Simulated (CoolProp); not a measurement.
Aqueous potassium carbonate as a coolant, 11 % by mass, freezing at -4.0 °C, 1 atm.

Values from CoolProp's Melinder's fits for secondary coolants.

```tsv
T (°C)	density (kg/m³)	cp (kJ/(kg K))	viscosity (mPa s)	conductivity (W/(m K))
-2.6	1107	3.615	2.38	0.551
5.4	1105	3.629	1.87	0.563
13.3	1103	3.643	1.52	0.576
21.3	1100	3.658	1.27	0.590
29.3	1097	3.672	1.07	0.603
37.3	1093	3.685	0.918	0.617
```
